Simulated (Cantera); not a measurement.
**Ignition delay**

Mixture: 18.9 % H₂, 10.8 % O₂, 52.0 % N₂, 18.3 % H₂O, equivalence ratio 0.87, at 0.967 atm, adiabatic and at constant pressure. Ignition delay is the time to a rise of 400 K.

Cantera simulation using the H2/O2 subset of GRI-Mech 3.0, which has no nitrogen chemistry; the numbers are that mechanism's predictions, not measurements. Where the delays flatten at high temperature, the 400 K rule measures the pace of heat release, not the induction time.

```
T0 (K)  delay (ms)
------  ----------
1200        0.0861
1275        0.0561
1350        0.0421
1425        0.0348
1500        0.0309
1575        0.0291
1650        0.0288
1725        0.0295
1800        0.0310
```
